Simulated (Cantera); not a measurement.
# Thermodynamics of thermal oxidation and active oxidation of silicon, feed Si + O2 + N2

Charge: 1 mol Si, 0.0061 mol O2, 140 mol N2, at 0.0180 bar.

These are equilibrium values from Cantera (NASA tables, ideal gas, pure condensed phases), not measurements of a reactor. Candidate condensed phases: Si, SiO2, Si2N2O, Si3N4; 16 gas species. N2 is the only nitrogen source here; it is nearly inert below about 1500 K, so the nitride shown seldom forms there in practice. Mutual solubility and eutectic melting of coexisting phases are not modelled. Rates play no part.

```
T (K)   x N2     x SiO      x Si     x SiN    x Si2N     x Si2  n Si2N2O(s)  n Si3N4(s)
-----  -----  --------  --------  --------  --------  --------  -----------  ----------
900     1.00    <1e-12    <1e-12    <1e-12    <1e-12    <1e-12       0.0122       0.325
1000    1.00    <1e-12    <1e-12    <1e-12    <1e-12    <1e-12       0.0122       0.325
1100    1.00    <1e-12    <1e-12    <1e-12    <1e-12    <1e-12       0.0122       0.325
1200    1.00  5.87e-11    <1e-12    <1e-12    <1e-12    <1e-12       0.0122       0.325
1300    1.00   5.22e-9  2.20e-12  1.01e-12    <1e-12    <1e-12       0.0122       0.325
1400    1.00   2.42e-7  2.13e-10  5.81e-11    <1e-12    <1e-12       0.0122       0.325
1500   1.000   6.64e-6   1.11e-8   1.92e-9  5.51e-11    <1e-12       0.0113       0.326
1600   1.000   8.75e-5   3.53e-7   4.08e-8   4.45e-9  5.73e-11            0       0.329
1700   1.000   8.75e-5   7.38e-6   6.00e-7   2.12e-7   6.34e-9            0       0.329
```
x: gas mole fraction; n: condensed amount in mol.

From 900 K to 1500 K the condensed part is Si2N2O(s) + Si3N4(s). From 1600 K to 1700 K the condensed part is Si3N4(s).
